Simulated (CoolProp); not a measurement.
Decamethylcyclopentasiloxane (D5) along the isotherm 36.75 °C: density (kg/m³) from the reference equation and from simpler models built on Tc = 345.1 °C, pc = 1078 kPa, ω = 0.631; each cubic takes its own stable root.

The numbers come from the reference Helmholtz-energy equation of state, Thol 2019 in CoolProp.

```tsv
p (kPa)	phase	reference
180	liquid	941.3
359	liquid	941.6
539	liquid	941.9
718	liquid	942.1
898	liquid	942.4
1080	liquid	942.7
1260	liquid	942.9
1440	liquid	943.2
1620	liquid	943.5
```

**Question.** How far does each simpler model (van der Waals, Redlich-Kwong, Soave-Redlich-Kwong, Peng-Robinson) lie from the reference over these 9 states: mean and median of the absolute difference, and the worst?

**Answer.** 
- van der Waals: mean 45.3 %, median 45.3 %, worst -45.8 % at 36.75 °C and 180 kPa
- Redlich-Kwong: mean 19.3 %, median 19.3 %, worst -19.6 % at 36.75 °C and 180 kPa
- Soave-Redlich-Kwong: mean 14.9 %, median 14.9 %, worst -15.0 % at 36.75 °C and 180 kPa
- Peng-Robinson: mean 4.6 %, median 4.6 %, worst -4.6 % at 36.75 °C and 180 kPa
